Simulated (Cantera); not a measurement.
A Cantera script and what it prints.

```python
import numpy as np
import cantera as ct

gas_names = """
    H HNO HNO2 HNO3 HO2 H2 H2O H2O2 N NH NH2 NH3 NH2OH NO NO2 NO3 N2 N2H2 N2H4 N2O O OH O2 O3 Si SiH
    SiH2 SiH3 SiH4 SiN SiO SiO2 Si2 Si2N Si3
""".split()
cond_names = """
    H2O(s) H2O(L) Si(cr) Si(L) SiO2(Lqz) SiO2(hqz) SiO2(L) Si2N2O(s) Si3N4(a)
""".split()


# ... load() reads the species with a 1 bar reference pressure and builds the phases ...
atoms = {
    'Si2H6': {'Si': 2, 'H': 6},
    'N2O': {'N': 2, 'O': 1},
    'N2': {'N': 2},
}
top_T = {'Si2N2O(s)': 2100, 'Si3N4(a)': 2400}  # K; cautious upper limits of use, not melting points


# ... equilibrate(T, P, feed) seeds the gas with the atoms and calls Mixture.equilibrate('TP', solver="vcs", rtol=1e-11, max_steps=5000) ...
results = []
feed = {'Si2H6': 1, 'N2O': 1.6, 'N2': 91}  # mol
P = 9100  # Pa
for T in [650, 750, 850, 950, 1050, 1150, 1250, 1350]:
    mix = equilibrate(T, P, feed)
    results.append((T, P, feed, dict(zip(mix.species_names, mix.species_moles))))

top = {s: max(r[3][s] / sum(r[3][g] for g in gas_names) for r in results) for s in gas_names}
cols = sorted((s for s in top if top[s] > 0.0001), key=lambda s: -top[s])[:7]
seen = [c for c in cond_names if any(r[3].get(c, 0) > 1e-12 for r in results)]
print("log10 of partial pressures in bar; condensed amounts in mol")
print(f"{'T/K':>10s}" + "".join(f"{s[:9]:>10s}" for s in cols + seen))
for T, P, feed, n in results:
    ng = sum(n[g] for g in gas_names)
    print(f"{T:10.4g}" + "".join(f"{np.log10(max(n[s] / ng * P / 1e5, 1e-99)):10.3f}" for s in cols)
          + "".join(f"{n.get(c, 0):10.4g}" for c in seen))
```

It prints:

```
log10 of partial pressures in bar; condensed amounts in mol
       T/K        N2        H2 SiO2(Lqz) SiO2(hqz) Si2N2O(s)
       650    -1.055    -2.541       0.4         0       0.8
       750    -1.055    -2.541       0.4         0       0.8
       850    -1.055    -2.541         0    0.3999       0.8
       950    -1.055    -2.541         0    0.3999    0.8001
      1050    -1.055    -2.541         0    0.3998    0.8001
      1150    -1.055    -2.541         0    0.3997    0.8001
      1250    -1.055    -2.541         0    0.3996    0.8002
      1350    -1.055    -2.541         0    0.3995    0.8002
```

These are equilibrium values from Cantera (NASA tables, ideal gas, pure condensed phases), not measurements of a reactor. The feed counts by its element totals alone. Mutual solubility and eutectic melting of coexisting phases are not modelled. The tables hold silica as quartz up to 1696 K and as liquid above; real silica turns to tridymite and cristobalite and melts near 1996 K.
